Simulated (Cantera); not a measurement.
An isothermal, constant-pressure homogeneous reactor starts with C₂H₆ : N₂ = 1 : 2.2 (molar parts), at 1300 K and 21000 Pa.

Detailed kinetics in Cantera: GRI-Mech 3.0 (53 species, 325 reactions). GRI-Mech 3.0 stops at C3 and has no aromatics, soot or wall deposition, so with more carbon than oxygen in the feed, carbon stays in small species such as C2H2 where larger ones or solid carbon would form.

x: mole fraction; the columns are a selection and need not sum to one.

```json
[
 {"t (s)": "3.00e-5", "x C₂H₆": "0.312", "x C₂H₄": "2.56e-5", "x HCN": "<1e-12", "x CH₄": "3.19e-5", "x C₂H₂": "1.81e-10"},
 {"t (s)": "0.000153", "x C₂H₆": "0.309", "x C₂H₄": "0.00180", "x HCN": "2.17e-11", "x CH₄": "0.000488", "x C₂H₂": "9.26e-7"},
 {"t (s)": "0.000780", "x C₂H₆": "0.275", "x C₂H₄": "0.0250", "x HCN": "1.90e-10", "x CH₄": "0.00502", "x C₂H₂": "0.000220"},
 {"t (s)": "0.00398", "x C₂H₆": "0.143", "x C₂H₄": "0.110", "x HCN": "3.25e-10", "x CH₄": "0.0264", "x C₂H₂": "0.00505"},
 {"t (s)": "0.0203", "x C₂H₆": "0.00744", "x C₂H₄": "0.165", "x HCN": "3.85e-10", "x CH₄": "0.0559", "x C₂H₂": "0.0373"},
 {"t (s)": "0.103", "x C₂H₆": "…", "x C₂H₄": "…", "x HCN": "3.75e-10", "x CH₄": "0.0563", "x C₂H₂": "…"},
 {"t (s)": "0.528", "x C₂H₆": "0.000165", "x C₂H₄": "0.0604", "x HCN": "3.58e-10", "x CH₄": "0.0549", "x C₂H₂": "0.126"},
 {"t (s)": "2.69", "x C₂H₆": "8.02e-5", "x C₂H₄": "0.0281", "x HCN": "3.54e-10", "x CH₄": "0.0559", "x C₂H₂": "0.152"},
 {"t (s)": "13.7", "x C₂H₆": "7.48e-5", "x C₂H₄": "0.0266", "x HCN": "3.76e-10", "x CH₄": "…", "x C₂H₂": "0.151"},
 {"t (s)": "70.0", "x C₂H₆": "6.57e-5", "x C₂H₄": "0.0241", "x HCN": "4.53e-10", "x CH₄": "0.0841", "x C₂H₂": "0.147"}
]
```

Complete the blanks.


- 0.103, x C₂H₆: 0.000351
- 0.103, x C₂H₄: 0.123
- 0.103, x C₂H₂: 0.0756
- 13.7, x CH₄: 0.0637
